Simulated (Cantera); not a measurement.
# Adiabatic ignition

An adiabatic, constant-volume homogeneous reactor starts with H2 : O2 : N2 = 1 : 0.238 : 2.86 (molar parts), equivalence ratio 2.1, at 1748 K and 2.60 bar.

Model: the H2/O2 subset of GRI-Mech 3.0, which has no nitrogen chemistry, integrated in Cantera. The hydrogen kinetics of GRI-Mech 3.0 are dated; newer H2 mechanisms differ, most at raised pressure.

| t (s) | T (K) | P (bar) | x H2 | x O2 | x H2O | x HO2 | x H |
|---|---|---|---|---|---|---|---|
| 8.00e-6 | 2023 | 2.97 | 0.104 | 0.00171 | 0.103 | 1.80e-6 | 0.0739 |
| 2.32e-5 | 2384 | 3.42 | 0.119 | 0.000541 | 0.112 | 6.50e-7 | 0.0380 |
| 6.70e-5 | 2592 | 3.67 | 0.128 | 0.000117 | 0.118 | 1.72e-7 | 0.0170 |
| 0.000194 | 2660 | 3.75 | 0.131 | 3.99e-5 | 0.120 | 5.51e-8 | 0.00989 |
| 0.000561 | 2665 | 3.76 | 0.131 | 3.57e-5 | 0.120 | 4.86e-8 | 0.00936 |
| 0.00162 | 2665 | 3.76 | 0.131 | 3.57e-5 | 0.120 | 4.86e-8 | 0.00936 |
| 0.00470 | 2665 | 3.76 | 0.131 | 3.57e-5 | 0.120 | 4.86e-8 | 0.00936 |
| 0.0136 | 2665 | 3.76 | 0.131 | 3.57e-5 | 0.120 | 4.86e-8 | 0.00936 |
| 0.0394 | 2665 | 3.76 | 0.131 | 3.57e-5 | 0.120 | 4.86e-8 | 0.00936 |
| 0.114 | 2665 | 3.76 | 0.131 | 3.57e-5 | 0.120 | 4.86e-8 | 0.00936 |
| 0.330 | 2665 | 3.76 | 0.131 | 3.57e-5 | 0.120 | 4.86e-8 | 0.00936 |
| 0.955 | 2665 | 3.76 | 0.131 | 3.57e-5 | 0.120 | 4.86e-8 | 0.00936 |
| 2.76 | 2665 | 3.76 | 0.131 | 3.57e-5 | 0.120 | 4.86e-8 | 0.00936 |
| 8.00 | 2665 | 3.76 | 0.131 | 3.57e-5 | 0.120 | 4.86e-8 | 0.00936 |
x: mole fraction; the columns are a selection and need not sum to one.

| Quantity | Value |
|---|---|
| time of steepest temperature rise | 5.38 µs |
| temperature at 8.00 s | 2665 K |
| equilibrium temperature | 2665 K |
| x(H2) at 8.00 s | 0.131 (gas-phase equilibrium 0.131) |
| x(O2) at 8.00 s | 3.57e-5 (gas-phase equilibrium 3.57e-5) |
| x(H2O) at 8.00 s | 0.120 (gas-phase equilibrium 0.120) |
